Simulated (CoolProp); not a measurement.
Chloromethane (R40) at 298.15 K and 6.34 MPa is throttled through a valve to 2.46 MPa with no heat exchange. Each further row changes one setting.

Values from CoolProp's reference Helmholtz-energy equation of state, Thol 2014.

```tsv
case	temperature change (K)	final density (kg/m³)
as stated	+0.9	[?]
outlet pressure 0.738 MPa	[?]	[?]
outlet pressure 3.2 MPa	[?]	[?]
```

### Question
Some entries are withheld; supply them.

### Answer

- as stated, final density (kg/m³): 914
- outlet pressure 0.738 MPa, temperature change (K): +1.3
- outlet pressure 0.738 MPa, final density (kg/m³): 909
- outlet pressure 3.2 MPa, temperature change (K): +0.8
- outlet pressure 3.2 MPa, final density (kg/m³): 916
